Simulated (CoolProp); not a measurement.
Dodecamethylcyclohexasiloxane (D6) along the isobar 0.101 MPa: Z from the reference equation and from simpler models built on Tc = 645.8 K, pc = 0.9614 MPa, ω = 0.736; each cubic takes its own stable root.

The numbers come from the reference Helmholtz-energy equation of state, Colonna 2008 in CoolProp. It is a short technical equation, of lower accuracy than the large ones.

```
T (K)  phase  reference  Pitzer virial  van der Waals  Redlich-Kwong  Soave-Redlich-Kwong  Peng-Robinson
-----  -----  ---------  -------------  -------------  -------------  -------------------  -------------
557.7    gas     0.9256         0.9291         0.9539         0.9434               0.9329         0.9286
562.5    gas     0.9278         0.9316         0.9549         0.9448               0.9352         0.9308
567.3    gas     0.9299         0.9340         0.9558         0.9462               0.9373         0.9330
572.1    gas     0.9319         0.9363         0.9567         0.9475               0.9394         0.9351
576.9    gas     0.9338         0.9385         0.9576         0.9488               0.9414         0.9371
581.7    gas     0.9357         0.9405         0.9585         0.9500               0.9433         0.9390
586.5    gas     0.9375         0.9426         0.9593         0.9512               0.9452         0.9409
591.3    gas     0.9392         0.9445         0.9601         0.9524               0.9469         0.9427
596      gas     0.9408         0.9463         0.9609         0.9535               0.9486         0.9444
600.8    gas     0.9424         0.9481         0.9617         0.9546               0.9503         0.9461
605.6    gas     0.9440         0.9498         0.9624         0.9556               0.9519         0.9477
610.4    gas     0.9455         0.9514         0.9631         0.9567               0.9534         0.9493
615.2    gas     0.9470         0.9530         0.9638         0.9577               0.9549         0.9508
620      gas     0.9484         0.9546         0.9645         0.9586               0.9564         0.9523
```
